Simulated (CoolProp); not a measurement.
Vapour-liquid equilibrium of sulfur hexafluoride (1) + R113 (2) at 242.5 K; x and y are mole fractions of (1).

Computed with CoolProp (multi-fluid Helmholtz-energy mixture model, Guder 2009 and Marx 1992; pair parameters Bell 2016).

```tsv
x	bubble pressure, mixture model (kPa)	bubble pressure, Raoult's law (kPa)	y, mixture model	y, Raoult's law
0.05	62.18	26.63	0.956	0.903
0.125	89.48	62.52	0.970	0.962
0.2	96.78	98.41	0.972	0.978
0.275	102.3	134.3	0.974	0.985
0.35	111.3	170.2	0.977	0.990
0.425	126.0	206.1	0.981	0.992
0.5	147.8	242.0	0.986	0.994
0.575	178.3	277.8	0.990	0.996
0.65	218.9	313.7	0.994	0.997
0.725	269.9	349.6	0.997	0.998
0.8	329.4	385.5	0.998	0.999
0.875	392.2	421.4	0.999	0.999
0.95	449.9	457.3	1.000	1.000
```

The largest gap from Raoult's law is +133.5 % in bubble pressure, at x = 0.05. No azeotrope shows between x = 0.05 and 0.95.

Pair parameters are fitted to limited data, so mixtures are less certain than the pure fluids. The gap from Raoult's law changes sign with composition, which may be real or a fault of the pair parameters; it wasn't checked against measurements. With so large a gap from Raoult's law the liquid may split in two, which this calculation doesn't test in full.
